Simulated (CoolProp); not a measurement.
Saturated liquid density (kg/m³) of neopentane: the reference equation beside estimates from Tc = 433.7 K, pc = 31.96 bar, ω = 0.196.

The numbers come from the reference Helmholtz-energy equation of state, Lemmon 2006 in CoolProp. It is a short technical equation, of lower accuracy than the large ones.

```
T (K)  reference  van der Waals  Redlich-Kwong  Soave-Redlich-Kwong  Peng-Robinson
-----  ---------  -------------  -------------  -------------------  -------------
318.8      560.6          353.5          508.6                525.0          595.1
326.6      551.1          347.2          497.4                514.1            [?]
334.3        [?]          340.8          485.9                  [?]          570.4
342          [?]          334.1          473.8                490.9          557.0
349.7      520.5          327.1          461.2                478.3          542.8
357.5      509.2          319.6          447.7                464.8          527.5
365.2      497.4          311.8          433.7                450.6          511.3
372.9      484.9          303.6          418.9                435.5          493.9
380.7      471.2          294.6          402.8                418.9          474.9
388.4        [?]          285.2          385.8                  [?]          454.4
396.1      440.5          274.8            [?]                  [?]          431.8
```

Task: Some entries are withheld; supply them.

Result: 
- 326.6, Peng-Robinson: 583.0
- 334.3, reference: 541.3
- 334.3, Soave-Redlich-Kwong: 502.8
- 342, reference: 531.2
- 388.4, reference: 456.6
- 388.4, Soave-Redlich-Kwong: 401.2
- 396.1, Redlich-Kwong: 367.4
- 396.1, Soave-Redlich-Kwong: 381.9

Absolute difference from the reference over all 11 rows, mean and median: van der Waals 37.3 and 37.2 %, Redlich-Kwong 12.4 and 12.1 %, Soave-Redlich-Kwong 9.2 and 8.7 %, Peng-Robinson 3.4 and 3.6 %.
